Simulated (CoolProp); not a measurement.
Properties of cyclopentane along the isobar 6750 kPa.

The numbers come from the reference Helmholtz-energy equation of state, Gedanitz 2015 in CoolProp.

```csv
T (K),phase,Z,cv (kJ/(kg K)),Joule-Thomson coefficient (K/MPa)
409.3,liquid,0.2210,1.753,-0.1386
423.4,liquid,0.2198,1.816,…
437.4,liquid,0.2194,1.878,0.003296
451.5,liquid,0.2199,1.941,…
465.6,liquid,0.2216,2.005,0.2340
479.6,liquid,0.2249,2.069,0.4219
493.7,liquid,0.2305,2.135,0.7211
507.8,liquid,0.2403,…,1.267
521.9,supercritical,0.2598,2.277,2.506
535.9,supercritical,0.3114,…,…
550,supercritical,0.4227,…,8.410
```

### Question
Complete the blanks.

### Answer

- 423.4, Joule-Thomson coefficient (K/MPa): -0.07417
- 451.5, Joule-Thomson coefficient (K/MPa): 0.1020
- 507.8, cv (kJ/(kg K)): 2.203
- 535.9, cv (kJ/(kg K)): 2.358
- 535.9, Joule-Thomson coefficient (K/MPa): 5.767
- 550, cv (kJ/(kg K)): 2.409
